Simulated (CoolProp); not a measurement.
A single-stage vapour-compression cycle with the fluid: evaporating at 198.15 K (dew point), condensing at 265.15 K (bubble point), superheat 5 K, subcooling 0 K, compressor efficiency 0.75, no pressure losses. The same conditions are run with several fluids, on thermodynamics alone (safety and materials aside).

The numbers come from the reference Helmholtz-energy equation of state of each fluid (C2F6 (R116): Lemmon 2006; R22: Kamei 1995; propane: Lemmon 2009; propylene: Lemmon 2013; carbonyl sulfide: Lemmon 2006) in CoolProp.

| fluid | cooling COP | pressure ratio | discharge temperature (K) | refrigerating effect (kJ/kg) | volumetric capacity (kJ/m³) |
|---|---|---|---|---|---|
| C2F6 (R116) | 1.14 | 12.4 | 281.0 | 46.8 | 478 |
| R22 | 1.66 | 25.9 | 379.3 | 183 | 139 |
| propane | 1.68 | 20.5 | 329.4 | 313 | 148 |
| propylene | 1.67 | 19.1 | 342.7 | 324 | 196 |
| carbonyl sulfide | 1.65 | 18.7 | 422.6 | 247 | 242 |
